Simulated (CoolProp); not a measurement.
Vapour-liquid equilibrium of carbon dioxide (1) + C2F6 (R116) (2) at 1.23 MPa; x and y are mole fractions of (1).

Values from CoolProp's multi-fluid Helmholtz-energy mixture model, Span 1996 and Lemmon 2006; pair parameters Bell 2016.

### Question
Give the bubble temperature and the first vapour's composition at x = 0.15, 0.45, 0.75. Is there an azeotrope?

### Answer
x = 0.15: -24.7 °C, y = 0.319; x = 0.45: -35.4 °C, y = 0.633; x = 0.75: -37.6 °C, y = 0.757. y crosses x between x = 0.75 and 0.85: the model has an azeotrope there.

The pair parameters rest on a limited set of measurements; away from them the model extrapolates.
